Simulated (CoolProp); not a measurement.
A single-stage vapour-compression cycle with R1132(E): evaporating at 291.15 K (dew point), condensing at 338.15 K (bubble point), superheat 10 K, subcooling 2 K, compressor efficiency 0.8, no pressure losses. Each further row changes one setting.

The numbers come from the reference Helmholtz-energy equation of state, Akasaka 2024 in CoolProp.

```csv
case,cooling COP,pressure ratio,discharge temperature (K),refrigerating effect (kJ/kg),volumetric capacity (kJ/m³)
as stated,3.14,3.02,370.6,143,6120
evaporating temperature 296.15 K,?,2.64,368.0,145,7130
condensing temperature 333.15 K,3.78,?,363.5,156,?
subcooling 7 K,?,3.02,370.6,157,6720
superheat 20 K,3.19,3.02,380.5,?,?
compressor efficiency 0.7,2.75,3.02,374.8,143,6120
```

Fill in the missing entries.


- evaporating temperature 296.15 K, cooling COP: 3.66
- condensing temperature 333.15 K, pressure ratio: 2.72
- condensing temperature 333.15 K, volumetric capacity (kJ/m³): 6660
- subcooling 7 K, cooling COP: 3.45
- superheat 20 K, refrigerating effect (kJ/kg): 155
- superheat 20 K, volumetric capacity (kJ/m³): 6250
